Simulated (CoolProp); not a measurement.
A Linde-Hampson liquefier for ethane: isothermal reversible compression at 320 K from 1 atm to 5 MPa, throttling to 1 atm, return gas leaving the recuperator 10 K below the feed. Each further row changes one setting.

Computed with CoolProp (reference Helmholtz-energy equation of state, Bücker 2006).

| case | liquid yield per pass | compression work (kJ/kg of gas) |
|---|---|---|
| as stated | (withheld) | 315 |
| high pressure 10 MPa | 0.418 | (withheld) |
| warm-end temperature 350 K | (withheld) | (withheld) |
| warm-end gap 15 K | (withheld) | 315 |

### Question
Some entries are withheld; supply them.

### Answer

- as stated, liquid yield per pass: 0.154
- high pressure 10 MPa, compression work (kJ/kg of gas): 338
- warm-end temperature 350 K, liquid yield per pass: 0.089
- warm-end temperature 350 K, compression work (kJ/kg of gas): 354
- warm-end gap 15 K, liquid yield per pass: 0.142
